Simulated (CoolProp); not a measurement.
The fluid at 293.15 K and 13.6 MPa flows at 0.2 m/s in a round tube of 1 mm bore and 15 µm roughness, fully developed (64/Re and Nu = 3.66 if laminar; Colebrook and Gnielinski if turbulent). The same conditions are run with several fluids, on thermodynamics alone (safety and materials aside).

Model: reference Helmholtz-energy equation of state of each fluid (oxygen: Schmidt 1985; methane: Setzmann 1991; dry air: Lemmon 2000; C2F6 (R116): Lemmon 2006), in CoolProp. Blends and air are pseudo-pure fits.

**Question.** Rank oxygen, methane, dry air, C2F6 (R116) by Reynolds number, highest first.

**Answer.** C2F6 (R116) (1710), oxygen (1580), dry air (1510), methane (1430)

```tsv
fluid	Darcy friction factor	pressure drop (Pa/m)	heat-transfer coefficient (W/(m² K))	mass flow (kg/h)
oxygen	0.0406	155	122	0.108
methane	0.0449	99.2	185	0.0625
dry air	0.0423	137	121	0.0917
C2F6 (R116)	0.0374	932	196	0.704
```

Transport values come from each fluid's own correlations; those of C2F6 (R116) are estimates that may be off by 10 % or more.
